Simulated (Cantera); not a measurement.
# Adiabatic ignition

An adiabatic, constant-volume homogeneous reactor starts with 6.04 % CH4, 18.6 % O2, 70.0 % N2, 5.31 % H2O, at 1675 K and 1050 Torr.

Computed with Cantera and GRI-Mech 3.0 (53 species, 325 reactions).

```tsv
t (s)	T (K)	P (bar)	x CH4	x O2	x H2O	x CH2CO	x HO2
1.00e-6	1675	1.40	0.0604	0.186	0.0531	<1e-12	4.48e-7
3.35e-6	1675	1.40	0.0604	0.186	0.0531	<1e-12	1.43e-6
1.12e-5	1675	1.40	0.0604	0.186	0.0532	1.12e-12	4.06e-6
3.77e-5	1675	1.40	0.0602	0.186	0.0532	9.32e-10	8.87e-6
0.000126	1689	1.41	0.0563	0.184	0.0559	4.81e-6	5.65e-5
0.000423	2769	2.37	<1e-12	0.0645	0.149	<1e-12	1.68e-5
0.00142	2757	2.36	<1e-12	0.0605	0.150	<1e-12	1.56e-5
0.00475	2751	2.35	<1e-12	0.0585	0.150	<1e-12	1.51e-5
0.0159	2751	2.35	<1e-12	0.0585	0.150	<1e-12	1.50e-5
0.0534	2751	2.35	<1e-12	0.0585	0.150	<1e-12	1.50e-5
0.179	2751	2.35	<1e-12	0.0585	0.150	<1e-12	1.50e-5
0.600	2751	2.35	<1e-12	0.0585	0.150	<1e-12	1.50e-5
```
x: mole fraction; the columns are a selection and need not sum to one.

```json
{
 "time_of_steepest_temperature_rise": "0.180 ms",
 "temperature at 0.600 s": "2751 K",
 "equilibrium_temperature": "2751 K",
 "x(CH4) at 0.600 s": "<1e-12 (gas-phase equilibrium <1e-12)",
 "x(O2) at 0.600 s": "0.0585 (gas-phase equilibrium 0.0585)",
 "x(H2O) at 0.600 s": "0.150 (gas-phase equilibrium 0.150)"
}
```
